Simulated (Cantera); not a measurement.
Equilibrium for abatement and gas-phase synthesis: NH₃ + SO₂ + H₂

Feed: 1 mol NH₃, 0.39 mol SO₂, 0.42 mol H₂, held at 1.33 mbar.

Equilibrium computed with Cantera from the NASA thermochemical tables; the gas is ideal and each condensed phase is pure. Candidate condensed phases: H₂O, H₂SO₄, S; 60 gas species. Ions and electrons are included (thermal ionisation). The numbers say what is thermodynamically allowed, not how fast it happens.

From 2227 °C to 4727 °C nothing is condensed.

```json
[
 {"T (°C)": "2227", "x H": "0.354", "x H₂": "0.265", "x O": "0.0206", "x N₂": "0.140", "x N": "2.99e-6", "x H₂O": "0.0843", "x S": "0.0373", "x SO": "0.0504", "x OH": "0.0234", "x SO₂": "0.0171"},
 {"T (°C)": "2727", "x H": "0.670", "x H₂": "0.0240", "x O": "0.127", "x N₂": "0.0939", "x N": "0.000117", "x H₂O": "0.000800", "x S": "0.0656", "x SO": "0.00750", "x OH": "0.00742", "x SO₂": "0.000179"},
 {"T (°C)": "3227", "x H": "0.694", "x H₂": "0.00184", "x O": "0.140", "x N₂": "0.0898", "x N": "0.00182", "x H₂O": "3.68e-6", "x S": "0.0705", "x SO": "0.000414", "x OH": "0.000638", "x SO₂": "4.45e-7"},
 {"T (°C)": "3727", "x H": "0.692", "x H₂": "0.000251", "x O": "0.140", "x N₂": "0.0830", "x N": "0.0140", "x H₂O": "5.63e-8", "x S": "0.0702", "x SO": "4.12e-5", "x OH": "9.06e-5", "x SO₂": "3.99e-9"},
 {"T (°C)": "4227", "x H": "0.676", "x H₂": "5.10e-5", "x O": "0.137", "x N₂": "0.0582", "x N": "0.0595", "x H₂O": "2.03e-9", "x S": "0.0684", "x SO": "6.50e-6", "x OH": "1.89e-5", "x SO₂": "9.46e-11"},
 {"T (°C)": "4727", "x H": "0.651", "x H₂": "1.37e-5", "x O": "0.132", "x N₂": "0.0202", "x N": "0.129", "x H₂O": "1.34e-10", "x S": "0.0652", "x SO": "1.41e-6", "x OH": "5.17e-6", "x SO₂": "4.40e-12"}
]
```
x: gas mole fraction; nothing condenses.
